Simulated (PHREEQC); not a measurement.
Solution (25 °C): 0.055 mol/kgw HF and 0.012 mol/kgw (CH3)4NF. It is in equilibrium with CO2 at log p = -3.5 (atm). Otherwise closed; pH follows from the charge balance.

Model: ion-association model, wateq4f.dat, run in PHREEQC.

Precipitation was switched off in this run.

Task: Estimate the pH.

Result: pH 2.61.

Task: In which forms is F present?

Result: HF 62 %, F- 19 %, H2F2 13 %, HF2- 6.0 % of the F.

(CH3)4N+ isn't in the database: it is added as a free cation with an ion size of 4 Å. wateq4f.dat counts part of the HF as a dimer, H2F2, which phreeqc.dat doesn't know; its constant is uncertain.
